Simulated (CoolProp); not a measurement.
Vapour-liquid equilibrium of dimethyl ether (1) + R227EA (2) at -51.95 °C; x and y are mole fractions of (1).

The numbers come from the multi-fluid Helmholtz-energy mixture model, Wu 2011 and Lemmon 2016; pair parameters Bell 2016 in CoolProp.

```
x     bubble pressure (bar)  y at the bubble point  dew pressure at overall composition x (bar)  liquid density (mol/L)
----  ---------------------  ---------------------  -------------------------------------------  ----------------------
0.05                 0.1533                  0.014                                       0.1427                   10.03
0.2                  0.1321                  0.132                                       0.1282                   10.84
0.35                 0.1274                  0.394                                       0.1266                   11.71
0.5                  0.1457                  0.676                                       0.1314                   12.66
0.65                 0.1792                  0.853                                       0.1429                   13.71
0.8                  0.2165                  0.943                                       0.1657                   14.90
0.95                 0.2511                  0.989                                       0.2206                   16.25
```

y crosses x between x = 0.2 and 0.35: the model has an azeotrope there.

Pair parameters are fitted to limited data, so mixtures are less certain than the pure fluids.
